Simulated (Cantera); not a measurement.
Charge: 1 mol PbO, 2.6 mol CO, 0.35 mol N2, equilibrated at 6900 Pa.

These are equilibrium values from Cantera (NASA tables, ideal gas, pure condensed phases), not measurements of a reactor. Candidate condensed phases: C, Pb, PbO, PbO2, Pb3O4; 27 gas species. Gases not in the tables: (PbO)n polymers. The numbers say what is thermodynamically allowed, not how fast it happens. All values below are at 2375 K.

Base state: CO 0.420, Pb 0.241, CO2 0.236, N2 0.0881, PbO 0.0114, O2 0.00154, O 0.00113, NO 0.000523 (mole fractions); condensed: gas only.

Question: What changes in the equilibrium state with this change: CO from 2.6 to 1.5 mol?

Answer: 
| species | before | after |
|---|---|---|
| Pb | 0.241 | 0.313 |
| CO2 | 0.236 | 0.293 |
| CO | 0.420 | 0.228 |
| PbO | 0.0114 | 0.0339 |
| N2 | 0.0881 | 0.121 |
| O2 | 0.00154 | 0.00808 |
| NO | 0.000523 | 0.00140 |
| O | 0.00113 | 0.00259 |
| Pb2 | 1.04e-5 | 1.75e-5 |

Question: What changes in the equilibrium state with this change: CO from 2.6 to 6.9 mol?

Answer: 
| species | before | after |
|---|---|---|
| CO | 0.420 | 0.717 |
| Pb | 0.241 | 0.119 |
| CO2 | 0.236 | 0.119 |
| PbO | 0.0114 | 0.00167 |
| N2 | 0.0881 | 0.0423 |
| O2 | 0.00154 | 0.000134 |
| NO | 0.000523 | 0.000107 |
